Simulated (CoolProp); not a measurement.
Vapour-liquid equilibrium of methane (1) + ethane (2) at 176.1 K; x and y are mole fractions of (1).

Computed with CoolProp (multi-fluid Helmholtz-energy mixture model, Setzmann 1991 and Bücker 2006; pair parameters Kunz 2012).

| x | bubble pressure (MPa) | y at the bubble point | dew pressure at overall composition x (MPa) | liquid density (mol/L) |
|---|---|---|---|---|
| 0.05 | 0.2102 | 0.702 | 0.06592 | 18.61 |
| 0.125 | 0.4246 | 0.854 | 0.07160 | 18.87 |
| 0.2 | 0.6315 | 0.903 | 0.07833 | 19.12 |
| 0.275 | 0.8318 | 0.928 | 0.08646 | 19.35 |
| 0.35 | 1.027 | 0.943 | 0.09645 | 19.57 |
| 0.425 | 1.217 | 0.953 | 0.1090 | 19.76 |
| 0.5 | 1.405 | 0.961 | 0.1254 | 19.92 |
| 0.575 | 1.593 | 0.967 | 0.1474 | 20.04 |
| 0.65 | 1.782 | 0.973 | 0.1789 | 20.10 |
| 0.725 | 1.976 | 0.977 | 0.2273 | 20.07 |
| 0.8 | 2.181 | 0.982 | 0.3115 | 19.92 |
| 0.875 | 2.406 | 0.988 | 0.4937 | 19.59 |
| 0.95 | 2.668 | 0.994 | 1.154 | 18.93 |

No azeotrope shows between x = 0.05 and 0.95.

Pair parameters are fitted to limited data, so mixtures are less certain than the pure fluids. The gap from Raoult's law changes sign with composition, which may be real or a fault of the pair parameters; it wasn't checked against measurements.
